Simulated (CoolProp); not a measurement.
1,2-dichloroethane along the isotherm 500 K: Z from the reference equation and from simpler models built on Tc = 561.6 K, pc = 52.26 bar, ω = 0.269; each cubic takes its own stable root.

Model: reference Helmholtz-energy equation of state, Thol 2015, in CoolProp.

```json
[
 {"p (bar)": "47.5", "phase": "liquid", "reference": "0.1274", "van der Waals": "0.2144", "Redlich-Kwong": "0.1586"},
 {"p (bar)": "95", "phase": "liquid", "reference": "0.2466", "van der Waals": "0.3927", "Redlich-Kwong": "0.2951"},
 {"p (bar)": "143", "phase": "liquid", "reference": "0.3622", "van der Waals": "0.5628", "Redlich-Kwong": "0.4238"},
 {"p (bar)": "190", "phase": "liquid", "reference": "0.4720", "van der Waals": "0.7232", "Redlich-Kwong": "0.5442"},
 {"p (bar)": "238", "phase": "liquid", "reference": "0.5815", "van der Waals": "0.8826", "Redlich-Kwong": "0.6630"},
 {"p (bar)": "285", "phase": "liquid", "reference": "0.6865", "van der Waals": "1.035", "Redlich-Kwong": "0.7762"},
 {"p (bar)": "333", "phase": "liquid", "reference": "0.7919", "van der Waals": "1.189", "Redlich-Kwong": "0.8894"},
 {"p (bar)": "380", "phase": "liquid", "reference": "0.8935", "van der Waals": "1.337", "Redlich-Kwong": "0.9982"},
 {"p (bar)": "428", "phase": "liquid", "reference": "0.9958", "van der Waals": "1.486", "Redlich-Kwong": "1.108"},
 {"p (bar)": "475", "phase": "liquid", "reference": "1.095", "van der Waals": "1.631", "Redlich-Kwong": "1.213"},
 {"p (bar)": "523", "phase": "liquid", "reference": "1.195", "van der Waals": "1.777", "Redlich-Kwong": "1.320"}
]
```
